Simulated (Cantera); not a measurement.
Charge: 1 mol B₂H₆, 0.088 mol H₂O, 15 mol N₂, held at 1425 K and 170 Pa.

Cantera equilibrium calculation (NASA polynomials, part measured and part estimated; ideal gas, pure solids and liquids). Candidate condensed phases: B, BN, B₂O₃, B₃O₃H₃, H₂O; 39 gas species. The feed counts by its element totals alone. N₂ is the only nitrogen source here; it is nearly inert below about 1500 K, so the nitride shown seldom forms there in practice. Kinetics and transport are ignored.

Base state: N₂ 0.818, H₂ 0.179, HBO₂ 0.00129, HBO 0.000813, B₂O₃ 0.000522, H₂O 9.50e-5, H 7.00e-5, B₂O₂ 3.41e-5 (mole fractions); condensed: BN(s).

Task: What changes in the equilibrium state with this change: H₂O from 0.088 to 0.052 mol?

Result: 
```csv
species,before,after
N₂,0.818,0.820
H₂,0.179,0.178
HBO₂,0.00129,0.000778
B₂O₃,0.000522,0.000245
B₂O₂,3.41e-5,2.06e-5
"BN(s), mol",1.94,1.97
```

Task: What changes in the equilibrium state with this change: B₂H₆ replaced by BF₃?

Result: 
| species | before | after |
|---|---|---|
| N₂ | 0.818 | 0.927 |
| BF₃ | 0 | 0.0564 |
| HF | 0 | 0.0109 |
| H₂ | 0.179 | 6.99e-8 |
| BOF | 0 | 0.00544 |
| HBO | 0.000813 | <1e-9 |
| B₂O₃ | 0.000522 | <1e-9 |
| B₂O₂ | 3.41e-5 | <1e-9 |
| BN(s), mol | 1.94 | 0 |
